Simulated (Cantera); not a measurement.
Input: 1 mol Al₂O₃, 12 mol H₂, 0.052 mol H₂O, held at 1400 K and 0.100 bar.

Cantera equilibrium calculation (NASA polynomials, part measured and part estimated; ideal gas, pure solids and liquids). Candidate condensed phases: Al, Al₂O₃, H₂O; 19 gas species. The numbers say what is thermodynamically allowed, not how fast it happens.

Base state: H₂ 0.996, H₂O 0.00431, H 1.53e-5 (mole fractions); condensed: Al₂O₃(s).

Problem. What changes in the equilibrium state with this change: Al₂O₃ replaced by Fe₂O₃?

Solution. 
| species | before | after |
|---|---|---|
| H₂ | 0.996 | 0.747 |
| H₂O | 0.00431 | 0.253 |
| H | 1.53e-5 | 1.33e-5 |
| Al₂O₃(s), mol | 1.00 | 0 |
| Fe(γ), mol | 0 | 2.00 |
Further candidate phases: Fe, FeO, Fe(OH)₂, Fe(OH)₃, Fe₂O₃, Fe₃O₄.
